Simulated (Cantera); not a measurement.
Premixed flame

A freely propagating, adiabatic, planar premixed flame of CH4 : C2H6 : C3H8 : O2 : N2 = 1 : 0.91 : 0.91 : 9.73 : 47 (molar parts), equivalence ratio 1.0, unburnt at 448 K and 100.0 Torr; mixture-averaged transport, grid criteria slope 0.08 and curve 0.16, no radiation.

Model: GRI-Mech 3.0 (53 species, 325 reactions), integrated in Cantera. GRI-Mech 3.0 was tuned for natural gas; its chemistry of propane as a main component is partial and can be far from experiment. Burning velocities carry a grid error of a few per cent, more on coarse grids.

| z (mm) | T (K) | u (m/s) | x CH4 | x C2H6 | x C3H8 | x C2H2 | x NO2 | x O |
|---|---|---|---|---|---|---|---|---|
| -7.46 | 448 | 0.813 | 0.0168 | 0.0153 | 0.0153 | <1e-8 | <1e-8 | <1e-8 |
| -4.97 | 449 | 0.816 | 0.0167 | 0.0152 | 0.0153 | 6.40e-8 | <1e-8 | <1e-8 |
| -3.73 | 453 | 0.825 | 0.0167 | 0.0152 | 0.0152 | 5.62e-7 | <1e-8 | <1e-8 |
| -2.49 | 488 | 0.895 | 0.0163 | 0.0150 | 0.0151 | 7.75e-6 | 1.24e-8 | 1.87e-8 |
| -1.24 | 798 | 1.49 | 0.0134 | 0.0124 | 0.0119 | 0.000134 | 1.37e-8 | 1.89e-6 |
| -0.622 | 1170 | 2.23 | 0.00922 | 0.00641 | 0.00475 | 0.000401 | <1e-8 | 4.90e-5 |
| 0 | 1529 | 2.97 | 0.00323 | 0.000533 | 0.000188 | 0.000666 | <1e-8 | 0.000752 |
| 0.622 | 1669 | 3.24 | 0.000376 | 2.83e-6 | 2.24e-7 | 0.000135 | <1e-8 | 0.00309 |
| 1.24 | 1699 | 3.29 | 2.22e-5 | <1e-8 | <1e-8 | 5.42e-6 | <1e-8 | 0.00454 |
| 2.49 | 1723 | 3.32 | 7.45e-8 | <1e-8 | <1e-8 | <1e-8 | <1e-8 | 0.00499 |
| 4.97 | 1751 | 3.36 | <1e-8 | <1e-8 | <1e-8 | <1e-8 | <1e-8 | 0.00479 |
| 9.95 | 1787 | 3.42 | <1e-8 | <1e-8 | <1e-8 | <1e-8 | <1e-8 | 0.00427 |
| 19.9 | 1837 | 3.51 | <1e-8 | <1e-8 | <1e-8 | <1e-8 | <1e-8 | 0.00348 |
x: mole fraction of selected species; z is measured from the peak of heat release.

```json
{
  "laminar_burning_velocity": "81.3 cm/s",
  "thermal_thickness": "2.49 mm",
  "peak x(C2H2)": "0.000685",
  "peak x(O)": "0.00500",
  "grid_points": "162"
}
```
